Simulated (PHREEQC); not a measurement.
Consider water at 25 °C with 3.1 mol/kgw HCl. Closed to the air; pH follows from the charge balance.

Computed with PHREEQC (Pitzer model, pitzer.dat).

This is a speciation only: nothing precipitates in the calculation.

Problem. Estimate the pH.

Solution. pH -1.00.

In brines, pH and single-ion activities rest on the MacInnes convention.
